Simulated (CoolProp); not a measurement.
Vapour-liquid equilibrium of R143a (1) + dimethyl ether (2) at 267.5 K; x and y are mole fractions of (1).

The numbers come from the multi-fluid Helmholtz-energy mixture model, Lemmon and Jacobsen 2000 and Wu 2011; pair parameters Bell 2016 in CoolProp.

### Question
Give the bubble pressure and the first vapour's composition at x = 0.05, 0.65, 0.8. Is there an azeotrope?

### Answer
x = 0.05: 236.0 kPa, y = 0.118; x = 0.65: 421.1 kPa, y = 0.792; x = 0.8: 462.5 kPa, y = 0.886. No azeotrope shows between x = 0.05 and 0.95.

The pair parameters rest on a limited set of measurements; away from them the model extrapolates.
